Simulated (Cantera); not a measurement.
An isothermal plug-flow reactor at 1075 K and 1.01 bar (inlet), inlet velocity 2.2 m/s, active area per volume 190 1/m; feed CH₄ : O₂ : N₂ = 0.0058 : 0.069 : 0.79 (molar parts).

Model: Deutschmann's 1995 Pt surface mechanism with GRI-Mech 3.0 gas chemistry, integrated in Cantera. Catalytic surfaces can have several steady states; this one follows from the mechanism file's or the stated starting coverage. Mass transfer to the wall is taken as infinitely fast.

Problem. What does this change do: temperature 1075 to 1125 K?

Solution. 
```json
[
 {"quantity": "x(CH₄) at z = 0.025 m", "before": "0.00451", "after": "0.00361"},
 {"quantity": "x(O₂) at z = 0.025 m", "before": "0.0754", "after": "0.0737"},
 {"quantity": "x(H₂O) at z = 0.025 m", "before": "0.00436", "after": "0.00612"},
 {"quantity": "x(CO₂) at z = 0.025 m", "before": "0.00217", "after": "0.00304"},
 {"quantity": "x(CO) at z = 0.025 m", "before": "3.50e-6", "after": "3.62e-6"},
 {"quantity": "θ(free Pt) at the exit", "before": "0.297", "after": "0.356"},
 {"quantity": "θ(O*) at the exit", "before": "0.702", "after": "0.643"},
 {"quantity": "θ(OH*) at the exit", "before": "0.00108", "after": "0.00115"}
]
```

Problem. What does this change do: inlet velocity 2.2 to 6.4 m/s?

Solution. 
| quantity | before | after |
|---|---|---|
| x(CH₄) at z = 0.025 m | 0.00451 | 0.00586 |
| x(O₂) at z = 0.025 m | 0.0754 | 0.0781 |
| x(H₂O) at z = 0.025 m | 0.00436 | 0.00169 |
| x(CO₂) at z = 0.025 m | 0.00217 | 0.000837 |
| x(CO) at z = 0.025 m | 3.50e-6 | 4.51e-6 |
| θ(free Pt) at the exit | 0.297 | 0.295 |
| θ(O*) at the exit | 0.702 | 0.704 |
